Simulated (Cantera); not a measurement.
## CF4 + CH4 + H2 (fluorocarbon and chlorocarbon gases)

Feed: 1 mol CF4, 0.14 mol CH4, 0.33 mol H2, at 593 Torr.

Cantera equilibrium calculation (NASA polynomials, part measured and part estimated; ideal gas, pure solids and liquids). Candidate condensed phases: C, C6H6, C7H8, C8H18; 95 gas species. The tables' values for C2F4 are old estimates; treat these amounts as uncertain. Gases not in the tables: C2F6 and larger saturated fluorocarbons. Kinetics and transport are ignored.

From 1527 °C to 2527 °C the condensed part is C(graphite). The main C-bearing gas is CF4 at 1527 °C and CF2 at 2527 °C. The share of C in condensed phases is highest at 1527 °C (38.9 %) and lowest at 2527 °C (8.5 %).

| T (°C) | log p HF | log p CF4 | log p CF2 | log p F | log p CF3 | log p CF | n C(graphite) |
|---|---|---|---|---|---|---|---|
| 1527 | -0.30 | -0.54 | -3.03 | -4.00 | -3.60 | -6.82 | 0.444 |
| 1627 | -0.30 | -0.55 | -2.60 | -3.52 | -3.26 | -6.08 | 0.442 |
| 1727 | -0.30 | -0.55 | -2.23 | -3.08 | -2.95 | -5.42 | 0.438 |
| 1827 | -0.30 | -0.56 | -1.89 | -2.69 | -2.68 | -4.82 | 0.429 |
| 1927 | -0.31 | -0.58 | -1.59 | -2.34 | -2.44 | -4.28 | 0.414 |
| 2027 | -0.32 | -0.61 | -1.32 | -2.02 | -2.23 | -3.80 | 0.387 |
| 2127 | -0.33 | -0.67 | -1.09 | -1.73 | -2.06 | -3.36 | 0.346 |
| 2227 | -0.35 | -0.76 | -0.90 | -1.48 | -1.94 | -2.97 | 0.287 |
| 2327 | -0.38 | -0.90 | -0.76 | -1.26 | -1.86 | -2.62 | 0.214 |
| 2427 | -0.41 | -1.10 | -0.66 | -1.07 | -1.85 | -2.31 | 0.143 |
| 2527 | -0.44 | -1.38 | -0.61 | -0.92 | -1.91 | -2.06 | 0.0973 |
log p: log10 of the partial pressure in bar; n: condensed amount in mol.
